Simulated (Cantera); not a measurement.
Cantera run:

```python
import numpy as np
import cantera as ct

gas_names = [...]  # 91 gases of nasa_gas.yaml made of C, Cl, H
cond_names = """
    C(gr) C6H6(L) C7H8(L) C8H18(L),n-octa
""".split()


# ... load() reads the species with a 1 bar reference pressure and builds the phases ...
atoms = {
    'CCl4': {'C': 1, 'CL': 4},
    'CH4': {'C': 1, 'H': 4},
    'HCl': {'H': 1, 'CL': 1},
}
top_T = {'C(gr)': 4500}  # K; cautious upper limits of use, not melting points


# ... equilibrate(T, P, feed) seeds the gas with the atoms and calls Mixture.equilibrate('TP', solver="vcs", rtol=1e-11, max_steps=5000) ...
results = []
feed = {'CCl4': 1, 'CH4': 0.23, 'HCl': 0.25}  # mol
T = 2448.15  # K
P = 1333.22  # Pa
mix = equilibrate(T, P, feed)
results.append((T, P, feed, dict(zip(mix.species_names, mix.species_moles))))
print(gas.report(threshold=1e-05))
for i in range(1, mix.n_phases):
    print(f"{mix.phase(i).name:16s} {mix.phase_moles(i):12.5e} mol")
```

It prints:

```
       temperature   2448.2 K
          pressure   1333.2 Pa
           density   0.0023197 kg/m^3
  mean mol. weight   35.416 kg/kmol
   phase of matter   gas

                          1 kg             1 kmol
                     ---------------   ---------------
          enthalpy        3.3683e+06        1.1929e+08  J
   internal energy        2.7935e+06        9.8936e+07  J
           entropy            7441.5        2.6355e+05  J/K
    Gibbs function        -1.485e+07       -5.2592e+08  J
 heat capacity c_p            712.12             25220  J/K
 heat capacity c_v            477.35             16906  J/K

                      mass frac. Y      mole frac. X     chem. pot. / RT
                     ---------------   ---------------   ---------------
             C2HCL        4.0637e-05        2.3796e-05           -43.622
    C2H2,acetylene        1.2296e-05        1.6724e-05           -37.139
                C3        1.6633e-05        1.6348e-05           -9.6435
                CL           0.72895           0.72826           -21.838
               CL2         0.0015685        0.00078349           -43.677
                 H        0.00021587         0.0075847           -15.355
               HCL           0.26906           0.26137           -37.193
                H2        0.00011002         0.0019327            -30.71
     [  +83 minor]        2.4477e-05        1.9778e-05

C(gr)             1.22931e+00 mol
```

Equilibrium computed with Cantera from the NASA thermochemical tables; the gas is ideal and each condensed phase is pure.
